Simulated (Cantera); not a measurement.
Charge: 1 mol Si₃N₄, 4.9 mol H₂, equilibrated at 0.000390 bar.

These are equilibrium values from Cantera (NASA tables, ideal gas, pure condensed phases), not measurements of a reactor. Candidate condensed phases: Si, Si₃N₄; 18 gas species. The tables' values for SiN are old estimates; treat these amounts as uncertain. Gases not in the tables: Si₂H₆ and higher silanes. Equilibrium is a limit: real reactors are often held back by kinetics, nucleation or transport.

**Question.** At 1873 K, list the 6 most abundant gas species with their mole fractions, and the condensed phases.

**Answer.** H₂ 0.671, N₂ 0.279, H 0.0268, Si 0.0226, SiH 0.000341, Si₂ 0.000169. Condensed: Si(l).
